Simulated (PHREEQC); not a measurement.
A column of 0.1 m (40 cells, dispersivity 0.005 m, 3600 s a shift, diffusion coefficient 3e-10 m²/s) holds 0.011 eq of the database's cation exchanger X per kg of pore water, first in equilibrium with 77 mmol/kgw CaCl2, 1.5 mmol/kgw MgCl2 and 0.01 mmol/kgw HCl. It is flushed with 0.0034 mol MgSO4, 0.00092 mol NaCl, 0.022 mol KCl and 1e-05 mol HCl per kg of water, at 25 °C. Values are for the last cell. The system is closed to CO2. Nothing may precipitate in this run.

Base run: PHREEQC, ion-association model, phreeqc.dat. Each further column changes one thing. The table gives K in solution (mol/kgw).

| pore volumes | base | exchange capacity from 0.011 to 0.0055 eq/kgw | dispersivity from 0.005 to 0.01 m |
|---|---|---|---|
| 0 | 0 | 0 | 0 |
| 0.3125 | 8.13e-7 | 1.39e-6 | 5.01e-5 |
| 0.5125 | 0.000291 | 0.000402 | 0.00127 |
| 0.8125 | 0.00447 | 0.00556 | 0.00648 |
| 1.113 | 0.0107 | 0.0127 | 0.0117 |
| 1.413 | 0.0147 | 0.0170 | 0.0151 |
| 1.613 | 0.0165 | 0.0186 | 0.0166 |
| 1.913 | 0.0185 | 0.0201 | 0.0181 |
| 2.212 | 0.0199 | 0.0210 | 0.0192 |
| 2.513 | 0.0208 | 0.0215 | 0.0200 |
| 2.712 | 0.0212 | 0.0217 | 0.0205 |
| 3.013 | 0.0215 | 0.0219 | 0.0210 |
